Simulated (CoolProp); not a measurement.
Values from CoolProp's reference Helmholtz-energy equation of state, Lemmon 2006. It is a short technical equation, of lower accuracy than the large ones.

**Question.** For toluene, give the phase and the isothermal compressibility (1/MPa), conductivity (mW/(m K)), Prandtl number at 231.35 °C and 0.965 MPa; 55.35 °C and 0.045 MPa; 60.05 °C and 3.15 MPa.

**Answer.** 
- 231.35 °C and 0.965 MPa: gas; isothermal compressibility 1.29, conductivity 30.2, Prandtl number 0.785
- 55.35 °C and 0.045 MPa: liquid; isothermal compressibility 0.00115, conductivity 122, Prandtl number 5.87
- 60.05 °C and 3.15 MPa: liquid; isothermal compressibility 0.00115, conductivity 122, Prandtl number 5.80

Viscosity comes from a separate model (Avgeri 2015). Thermal conductivity comes from a separate model (Assael 2012).
